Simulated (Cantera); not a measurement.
Charge: 1 mol Ta, 1.9 mol H2O, held at 1325 °C and 13.3 mbar.

These are equilibrium values from Cantera (NASA tables, ideal gas, pure condensed phases), not measurements of a reactor. Candidate condensed phases: H2O, Ta, Ta2O5; 12 gas species. Mutual solubility and eutectic melting of coexisting phases are not modelled. Condensed phases not in the tables: N, O or C dissolved in the metal. Equilibrium is a limit: real reactors are often held back by kinetics, nucleation or transport.

Q: What is the equilibrium state?

A: 
- x(H2): 0.999
- x(H): 0.000461
- x(H2O): 0.000196
- n(Ta(s)): 0.240 mol
- n(Ta2O5(s)): 0.380 mol
- gas amount: 1.900 mol
